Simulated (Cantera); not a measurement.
**Catalytic stagnation flow on Pt**

A jet of 1.21 % CH4, 12.1 % O2, 86.7 % N2, equivalence ratio 0.20 at 300 K and 25.5 Torr hits a platinum plate 2.3 cm away at a mass flux of 0.023 kg/m²/s; the plate temperature is set and raised in steps from an oxygen-covered start.

Computed with Cantera and Deutschmann's 1995 Pt surface mechanism with GRI-Mech 3.0 gas chemistry. Catalytic surfaces can have several steady states; this one follows from the mechanism file's or the stated starting coverage.

```json
[
 {"plate T (K)": "950", "wall x CH4": "0.00776", "wall x O2": "0.112", "wall x H2O": "0.00804", "wall x OH": "7.32e-8", "wall x CO": "4.60e-6", "wall x CO2": "0.00522", "θ free Pt": "0.319", "θ O*": "0.681"},
 {"plate T (K)": "1000", "wall x CH4": "0.00648", "wall x O2": "0.109", "wall x H2O": "0.0104", "wall x OH": "2.06e-7", "wall x CO": "5.23e-6", "wall x CO2": "0.00676", "θ free Pt": "0.392", "θ O*": "0.608"},
 {"plate T (K)": "1050", "wall x CH4": "0.00543", "wall x O2": "0.107", "wall x H2O": "0.0123", "wall x OH": "5.10e-7", "wall x CO": "5.87e-6", "wall x CO2": "0.00803", "θ free Pt": "0.463", "θ O*": "0.536"},
 {"plate T (K)": "1100", "wall x CH4": "0.00462", "wall x O2": "0.105", "wall x H2O": "0.0138", "wall x OH": "1.13e-6", "wall x CO": "6.65e-6", "wall x CO2": "0.00902", "θ free Pt": "0.532", "θ O*": "0.468"},
 {"plate T (K)": "1150", "wall x CH4": "0.00397", "wall x O2": "0.104", "wall x H2O": "0.0149", "wall x OH": "2.30e-6", "wall x CO": "7.59e-6", "wall x CO2": "0.00978", "θ free Pt": "0.596", "θ O*": "0.403"}
]
```
x: mole fraction at the wall; θ: surface coverage.
